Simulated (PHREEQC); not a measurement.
PHREEQC input (ion-association model, wateq4f.dat):

```
SOLUTION_MASTER_SPECIES
  An  An-  0  An  62.0  # stands for a non-complexing anion
SOLUTION_SPECIES
  An- = An-
    -log_k 0
    -gamma 3.0 0
PHASES
  Fix_H+
    H+ = H+
    -log_k 0
SOLUTION 1
  temp 25
  units mmol/kgw
  pH 7 charge
  Cl 0.002
  Ba 0.001
  Na 100
  An 100
END
SELECTED_OUTPUT 1
  -reset false
  -pH true
  -pe true
  -ionic_strength true
  -water true
  -totals Ba Cl Na
  -molalities Hfo_wOH Hfo_wOH2+ Hfo_wO- Hfo_sOH Hfo_sOH2+ Hfo_sO- Hfo_sOHBa+2 Hfo_wOBa+
  -saturation_indices Halite
USER_PUNCH 1
  -headings sigma psi
  10 PUNCH EDL("sigma", "Hfo"), EDL("psi", "Hfo")
PRINT
  -reset false
USE solution 1
SURFACE 1
  Hfo_wOH 0.000382022 600 0.17
  Hfo_sOH 9.55056e-06
EQUILIBRIUM_PHASES 1
  Fix_H+ -4 HAn 10
    -force_equality true
  O2(g) -0.68 10
END
# ... the last block is repeated for the other 12 points of pH, with NaOH or the acid as the point needs
```

Selected output (columns that matter, 13 of 13 rows; pH added in front):

```
pH	mu	Ba	Na	m_Hfo_wOH	m_Hfo_wOH2+	m_Hfo_wO-	m_Hfo_sOH	m_Hfo_sOH2+	m_Hfo_sO-	m_Hfo_sOHBa+2	m_Hfo_wOBa+	si_Halite	sigma	psi
4	0.10029	1e-06	0.1	5.0921e-05	0.00033092	1.795e-07	1.273e-06	8.2731e-06	4.4875e-09	1.5328e-12	4.0245e-17	-8.5044	0.32071	0.14654
4.67	0.10016	9.9999e-07	0.1	0.0001184	0.0002624	1.2238e-06	2.9599e-06	6.5601e-06	3.0594e-08	9.0722e-12	6.9845e-16	-8.5043	0.25326	0.13454
5.33	0.1001	9.9994e-07	0.1	0.00019058	0.00018699	4.4496e-06	4.7645e-06	4.6748e-06	1.1124e-07	5.9806e-11	1.0401e-14	-8.5043	0.17701	0.11643
6	0.10006	9.9954e-07	0.1	0.00024525	0.00012582	1.0951e-05	6.131e-06	3.1454e-06	2.7377e-07	4.6017e-10	1.5306e-13	-8.5042	0.11139	0.093458
6.67	0.10004	9.9589e-07	0.1	0.00027613	8.5449e-05	2.0442e-05	6.9003e-06	2.1353e-06	5.1083e-07	4.1078e-09	2.266e-12	-8.5042	0.063042	0.066811
7.33	0.10002	9.5925e-07	0.1	0.00028934	6.1501e-05	3.1184e-05	7.2026e-06	1.531e-06	7.7627e-07	4.0714e-08	3.2824e-11	-8.5042	0.029471	0.037418
8	0.1	6.6644e-07	0.1	0.0002932	4.6141e-05	4.2681e-05	7.0743e-06	1.1133e-06	1.0298e-06	3.3319e-07	3.7432e-10	-8.5042	0.0039831	0.0055058
8.67	0.10002	1.4849e-07	0.10003	0.00029109	3.4238e-05	5.6694e-05	6.6294e-06	7.7976e-07	1.2912e-06	8.5016e-07	1.3538e-09	-8.5041	-0.020118	-0.026649
9.33	0.10006	1.707e-08	0.10008	0.00028136	2.3507e-05	7.7151e-05	6.3118e-06	5.2732e-07	1.7307e-06	9.807e-07	2.2321e-09	-8.5039	-0.050029	-0.056904
10	0.10018	2.1805e-09	0.10023	0.00025686	1.3542e-05	0.00011162	5.7531e-06	3.033e-07	2.4999e-06	9.9423e-07	3.5918e-09	-8.5033	-0.092973	-0.08471
10.67	0.1007	4.0504e-10	0.10078	0.00020986	6.0746e-06	0.00016608	4.701e-06	1.3608e-07	3.7204e-06	9.9306e-07	6.533e-09	-8.5014	-0.15288	-0.10894
11.33	0.10293	1.3263e-10	0.10305	0.00014102	1.9054e-06	0.00023908	3.1616e-06	4.272e-08	5.3602e-06	9.8598e-07	1.3884e-08	-8.4933	-0.22753	-0.12841
12	0.11342	1.123e-10	0.11359	6.4649e-05	3.0201e-07	0.00031703	1.4538e-06	6.7913e-09	7.1291e-06	9.6086e-07	3.9018e-08	-8.4583	-0.30451	-0.14076
```
